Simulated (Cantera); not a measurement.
Charge: 1 mol N2O, 0.36 mol H2, equilibrated at 3125 K and 13300 Pa.

Method: chemical equilibrium by Gibbs-energy minimisation in Cantera with the NASA 1993 tables (ideal gas, pure condensed phases). Candidate condensed phases: H2O; 24 gas species. Kinetics and transport are ignored.

Question: What is the equilibrium state?

Answer: 
```
Quantity       Result
----------  ---------
x(N2)           0.469
x(O)            0.144
x(H)            0.111
x(O2)          0.0948
x(OH)          0.0678
x(H2O)         0.0529
x(H2)          0.0316
x(NO)          0.0286
x(N)          5.66e-5
gas amount  2.069 mol
```
